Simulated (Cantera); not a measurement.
A closed system holds: 1 mol Si, 5.5 mol Br₂, held at 1375 K and 10000 Pa.

Equilibrium computed with Cantera from the NASA thermochemical tables; the gas is ideal and each condensed phase is pure. Candidate condensed phases: Br₂, Si; 9 gas species. The tables' values for SiBr₃ are old estimates; treat these amounts as uncertain. Kinetics and transport are ignored.

Base state: Br₂ 0.492, Br 0.322, SiBr₄ 0.186, SiBr₃ 9.60e-5 (mole fractions); condensed: gas only.

Q: What changes in the equilibrium state with this change: temperature from 1375 K to 1050 K?

A: 
| species | before | after |
|---|---|---|
| Br₂ | 0.492 | 0.753 |
| SiBr₄ | 0.186 | 0.219 |
| Br | 0.322 | 0.0276 |
| SiBr₃ | 9.60e-5 | 2.11e-7 |
